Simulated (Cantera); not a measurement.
## Gas-phase reforming

An isothermal, constant-pressure homogeneous reactor starts with 78.4 % CH₄, 21.6 % CO₂, at 1600 K and 13.0 bar.

Cantera simulation using GRI-Mech 3.0 (53 species, 325 reactions); the numbers are that mechanism's predictions, not measurements. GRI-Mech 3.0 stops at C3 and has no aromatics, soot or wall deposition, so with more carbon than oxygen in the feed, carbon stays in small species such as C2H2 where larger ones or solid carbon would form. The pressure lies above the range GRI-Mech 3.0 was tuned for (to about 10 atm).

```tsv
t (s)	x CH₄	x CO₂	x H₂	x CH₂CO	x H₂O	x O₂	x H
0.000300	0.769	0.215	0.00911	2.71e-9	5.69e-5	<1e-12	3.35e-7
0.000866	0.733	0.212	0.0353	4.37e-8	0.000420	<1e-12	9.82e-7
0.00250	0.641	0.199	0.107	5.19e-7	0.00301	<1e-12	2.41e-6
0.00721	0.484	0.166	0.225	3.22e-6	0.0165	<1e-12	4.67e-6
0.0208	0.319	0.102	0.314	1.20e-5	0.0617	<1e-12	7.37e-6
0.0600	0.244	0.0317	0.319	2.42e-5	0.117	<1e-12	8.48e-6
0.173	0.238	0.0178	0.330	2.15e-5	0.108	<1e-12	8.74e-6
0.500	0.241	0.0135	0.359	1.41e-5	0.0739	<1e-12	9.11e-6
1.44	0.238	0.00682	0.398	8.45e-6	0.0343	<1e-12	9.58e-6
4.16	0.231	0.00153	0.428	6.08e-6	0.00742	<1e-12	9.93e-6
12.0	0.229	4.30e-5	0.437	5.61e-6	0.000207	<1e-12	1.00e-5
34.7	0.229	4.70e-6	0.437	5.59e-6	2.28e-5	<1e-12	1.00e-5
100	0.229	4.70e-6	0.437	5.59e-6	2.28e-5	<1e-12	1.00e-5
```
x: mole fraction; the columns are a selection and need not sum to one.

Equilibrium at this temperature and pressure: CH₄ 0.229, CO₂ 4.80e-6, H₂ 0.437, CH₂CO 5.64e-6, H₂O 2.33e-5, O₂ <1e-12, H 1.00e-5 (gas phase only).
